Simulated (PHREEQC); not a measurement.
Make-up at 25 °C and 50 atm: 0.014 mol/kgw Na2SO4 and 0.096 mol/kgw NaCl. Closed to the air; pH follows from the charge balance.

Computed with PHREEQC (ion-association model, phreeqc.dat).

### Question
The ionic strength comes out as 0.133 mol/kgw. What activity coefficients do SO4-2, NaSO4-, Cl-, Na+ get?

### Answer
SO4-2 0.34, NaSO4- 0.77, Cl- 0.75, Na+ 0.77.

Precipitation was switched off in this run. Complexes and solids missing from the database can't appear. Under pressure, the constants of complexes without a molar volume in the database are unreliable.
